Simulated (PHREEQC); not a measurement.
Acid mine or pickling water (model solution)

Model water analysis in mg/L, 20 °C, pH 3.8, pe 9: Na 16.9; K 0.132; Ca 62.8; Mg 18.5; Cl 56.6; S(6) as SO4 191; B 0.0112.

Valence states are taken as typed.

Model: ion-association model, phreeqc.dat, run in PHREEQC.

```json
{
  "ionic_strength": "0.00868 mol/kgw",
  "specific_conductance": "574 µS/cm",
  "total_alkalinity": "-0.190 meq/kg",
  "charge_balance_error": "0.1 %"
}
```

```json
[
 {"species": "SO4-2", "molality": "0.00167", "activity": "0.00115", "log γ": "-0.164"},
 {"species": "Cl-", "molality": "0.00160", "activity": "0.00145", "log γ": "-0.042"},
 {"species": "Ca+2", "molality": "0.00138", "activity": "0.000951", "log γ": "-0.162"},
 {"species": "Na+", "molality": "0.000731", "activity": "0.000665", "log γ": "-0.041"},
 {"species": "Mg+2", "molality": "0.000655", "activity": "0.000453", "log γ": "-0.160"},
 {"species": "CaSO4", "molality": "0.000186", "activity": "0.000187", "log γ": "0.001"},
 {"species": "H+", "molality": "0.000173", "activity": "0.000159", "log γ": "-0.037"},
 {"species": "MgSO4", "molality": "0.000107", "activity": "0.000107", "log γ": "0.001"}
]
```

This is a speciation only: nothing precipitates in the calculation.
